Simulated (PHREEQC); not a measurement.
Solution (25 °C): 0.09 mol CuCl2, 0.0039 mol HBF4 and 0.00069 mol NaCl per kg of water. Closed to the air; pH follows from the charge balance.

Model: ion-association model, phreeqc.dat, run in PHREEQC.

| Property | Value |
|---|---|
| pH | 2.47 |
| ionic strength | 0.251 mol/kgw |
| density | 1.008 g/cm³ |
| total alkalinity | -15.6 meq/kg |

```csv
species,molality,activity,log γ
Cl-,0.169,0.118,-0.156
Cu+2,0.0783,0.0239,-0.514
CuCl+,0.0109,0.00761,-0.154
H+,0.00426,0.00336,-0.103
HF,0.00327,0.00346,0.025
BF4-,0.00248,0.00183,-0.132
H3BO3,0.00106,0.00112,0.025
F-,0.000998,0.000687,-0.162
```

Precipitation was switched off in this run. Real BF4- forms and hydrolyses slowly; the run takes it at equilibrium.
